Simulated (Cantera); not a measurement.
Feed: 1 mol MgSO4, 0.069 mol H2O, at 1730 Torr.

Equilibrium computed with Cantera from the NASA thermochemical tables; the gas is ideal and each condensed phase is pure. Candidate condensed phases: H2O, H2SO4, Mg, MgO, Mg(OH)2, MgS, MgSO4, S; 26 gas species. Mutual solubility and eutectic melting of coexisting phases are not modelled. Kinetics and transport are ignored.

log p: log10 of the partial pressure in bar; n: condensed amount in mol.

| T (°C) | log p H2O | log p SO2 | log p O2 | log p SO3 | log p OH | log p O | n MgO(s) | n MgSO4(s) |
|---|---|---|---|---|---|---|---|---|
| 1000 | 0.32 | -0.83 | -1.13 | -2.22 | [?] | -7.53 | 0.00516 | 0.995 |
| 1050 | 0.24 | -0.45 | -0.75 | -1.81 | [?] | -6.95 | 0.0146 | 0.985 |
| 1100 | 0.03 | -0.10 | -0.40 | -1.42 | [?] | -6.41 | 0.0532 | 0.947 |
| 1150 | -0.99 | 0.15 | -0.15 | -1.17 | [?] | -5.95 | 1.00 | 0 |
| 1200 | -0.99 | 0.16 | -0.15 | -1.28 | [?] | -5.63 | 1.00 | 0 |
| 1250 | -0.99 | 0.16 | -0.14 | -1.39 | [?] | -5.33 | 1.00 | 0 |
| 1300 | -0.99 | 0.16 | -0.14 | -1.49 | [?] | -5.05 | 1.00 | 0 |
| 1350 | -0.99 | 0.16 | -0.14 | -1.59 | [?] | -4.79 | 1.00 | 0 |

Problem. Some entries are withheld; supply them.

Solution. 
- 1000, log p OH: -4.57
- 1050, log p OH: -4.26
- 1100, log p OH: -4.05
- 1150, log p OH: -4.28
- 1200, log p OH: -4.07
- 1250, log p OH: -3.88
- 1300, log p OH: -3.71
- 1350, log p OH: -3.54
